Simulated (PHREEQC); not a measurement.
Solution (20 °C): 0.7 mol LiCl, 0.0076 mol MnCl2 and 0.17 mol NaCl per kg of water. Closed to the air; pH follows from the charge balance.

The numbers come from PHREEQC with the ion-association model, phreeqc.dat.

```json
{
 "pH": "6.80",
 "ionic_strength": "0.885 mol/kgw",
 "activity_of_water": "0.970",
 "density": "1.022 g/cm³"
}
```

| species | molality | activity | log γ |
|---|---|---|---|
| Cl- | 0.881 | 0.544 | -0.209 |
| Li+ | 0.700 | 0.477 | -0.167 |
| Na+ | 0.170 | 0.124 | -0.138 |
| Mn+2 | 0.00411 | 0.000882 | -0.668 |
| MnCl+ | 0.00301 | 0.00196 | -0.187 |
| MnCl2 | 0.000378 | 0.000464 | 0.089 |
| MnCl3- | 0.000107 | 6.95e-5 | -0.187 |
| H+ | 2.12e-7 | 1.59e-7 | -0.126 |
| MnOH+ | 1.41e-7 | 9.16e-8 | -0.187 |
| OH- | 7.09e-8 | 4.19e-8 | -0.229 |

No solid was allowed to form. Caution: at this ionic strength the ion-association model is outside its range; a Pitzer model would be the better tool where its parameters exist. Species that the database lacks are ignored.
